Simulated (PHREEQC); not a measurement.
## Acid rinse or clean (model solution)

A solution holds 33 mmol/kgw HF and 0.42 mmol/kgw KCl, at 25 °C. Closed to the air; pH follows from the charge balance.

Model: ion-association model, phreeqc.dat, run in PHREEQC.

| Property | Value |
|---|---|
| pH | 2.34 |
| ionic strength | 0.00529 mol/kgw |
| total alkalinity | -33.0 meq/kg |

```tsv
species	molality	activity	log γ
HF	0.0277	0.0277	0.001
H+	0.00487	0.00454	-0.031
F-	0.00440	0.00407	-0.034
HF2-	0.000467	0.000432	-0.034
Cl-	0.000420	0.000388	-0.034
K+	0.000420	0.000388	-0.034
```

This is a speciation only: nothing precipitates in the calculation.
